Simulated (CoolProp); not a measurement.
Cyclopentane along the isobar 119 bar: density (kg/m³) from the reference equation and from simpler models built on Tc = 238.6 °C, pc = 45.83 bar, ω = 0.202; each cubic takes its own stable root.

Values from CoolProp's reference Helmholtz-energy equation of state, Gedanitz 2015.

| T (°C) | phase | reference | van der Waals | Soave-Redlich-Kwong |
|---|---|---|---|---|
| 112.95 | liquid | 665.8 | ___ | 641.4 |
| 120.85 | liquid | 657.5 | 445.4 | 632.7 |
| 128.85 | liquid | 648.9 | ___ | 623.6 |
| 136.75 | liquid | 640.2 | 436.7 | 614.3 |
| 144.75 | liquid | 631.3 | 432.2 | 604.6 |
| 152.65 | liquid | 622.4 | 427.7 | 594.8 |
| 160.65 | liquid | 613.1 | ___ | 584.5 |
| 168.55 | liquid | 603.7 | 418.4 | 574.0 |
| 176.55 | liquid | 594.0 | ___ | 563.0 |

### Question
Fill in the missing entries.

### Answer

- 112.95, van der Waals: 449.6
- 128.85, van der Waals: 441.1
- 160.65, van der Waals: 423.1
- 176.55, van der Waals: 413.6
